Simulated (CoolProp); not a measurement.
A simple Rankine cycle with cyclopentane: condensing at 323.15 K, boiler at 3.15 MPa, turbine inlet 490.1 K, turbine efficiency 0.75, pump efficiency 0.7, no recuperator. Each further row changes one setting.

Model: reference Helmholtz-energy equation of state, Gedanitz 2015, in CoolProp.

```json
[
 {"case": "as stated", "thermal efficiency (%)": "17.6", "net work (kJ/kg)": "105", "heat in (kJ/kg)": "594", "turbine exit temperature (K)": "390.3", "volume ratio over the turbine": "38.9"},
 {"case": "turbine inlet 510.1 K", "thermal efficiency (%)": "17.7", "net work (kJ/kg)": "115", "heat in (kJ/kg)": "652", "turbine exit temperature (K)": "417.6", "volume ratio over the turbine": "35.4"},
 {"case": "condensing temperature 315.15 K", "thermal efficiency (%)": "18.6", "net work (kJ/kg)": "113", "heat in (kJ/kg)": "610", "turbine exit temperature (K)": "384.7", "volume ratio over the turbine": "50.4"},
 {"case": "boiler pressure 2.2 MPa", "thermal efficiency (%)": "16.5", "net work (kJ/kg)": "104", "heat in (kJ/kg)": "630", "turbine exit temperature (K)": "411.7", "volume ratio over the turbine": "22.8"},
 {"case": "turbine efficiency 0.65", "thermal efficiency (%)": "15.2", "net work (kJ/kg)": "90.1", "heat in (kJ/kg)": "594", "turbine exit temperature (K)": "399.1", "volume ratio over the turbine": "39.8"}
]
```
